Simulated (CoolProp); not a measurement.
Vapour-liquid equilibrium of R125 (1) + propane (2) at 219.9 K; x and y are mole fractions of (1).

The numbers come from the multi-fluid Helmholtz-energy mixture model, Lemmon 2005 and Lemmon 2009; pair parameters Bell 2016 in CoolProp.

```tsv
x	bubble pressure (kPa)	y at the bubble point	dew pressure at overall composition x (kPa)	liquid density (mol/L)
0.05	79.30	0.268	63.14	13.37
0.15	99.87	0.456	69.70	13.21
0.25	108.0	___	77.65	13.06
0.35	110.8	0.545	___	___
0.45	111.6	0.556	___	___
0.55	111.8	0.564	111.2	12.77
0.65	111.6	___	106.4	12.72
0.75	110.1	0.605	97.38	12.71
0.85	___	0.667	88.91	12.71
0.95	___	0.823	81.45	12.74
```

Task: Some entries are withheld; supply them.

Result: 
- 0.25, y at the bubble point: 0.519
- 0.35, dew pressure at overall composition x (kPa): 87.37
- 0.35, liquid density (mol/L): 12.94
- 0.45, dew pressure at overall composition x (kPa): 99.14
- 0.45, liquid density (mol/L): 12.84
- 0.65, y at the bubble point: 0.577
- 0.85, bubble pressure (kPa): 104.9
- 0.95, bubble pressure (kPa): 91.09

y crosses x between x = 0.55 and 0.65: the model has an azeotrope there.

Pair parameters are fitted to limited data, so mixtures are less certain than the pure fluids. With so large a gap from Raoult's law the liquid may split in two, which this calculation doesn't test in full.
